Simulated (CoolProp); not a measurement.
Properties of CHF3 (R23) along the isotherm 201.85 °C.

Values from CoolProp's reference Helmholtz-energy equation of state, Penoncello 2003.

| p (MPa) | phase | density (kg/m³) | conductivity (mW/(m K)) |
|---|---|---|---|
| 1.01 | gas | 18.13 | 24.0 |
| 2.01 | gas | 36.54 | 25.1 |
| 3.02 | gas | 55.59 | 26.1 |
| 4.03 | gas | 75.08 | 27.2 |
| 5.03 | supercritical | 94.81 | 28.2 |
| 6.04 | supercritical | 115.1 | 29.3 |
| 7.05 | supercritical | 135.9 | 30.5 |
| 8.05 | supercritical | 156.7 | 31.6 |
| 9.06 | supercritical | 178.1 | 32.8 |
| 10.1 | supercritical | 200.3 | 34.0 |
| 11.1 | supercritical | 221.9 | 35.3 |
| 12.1 | supercritical | 243.5 | 36.5 |

Thermal conductivity comes from a separate model (Shan 2000).
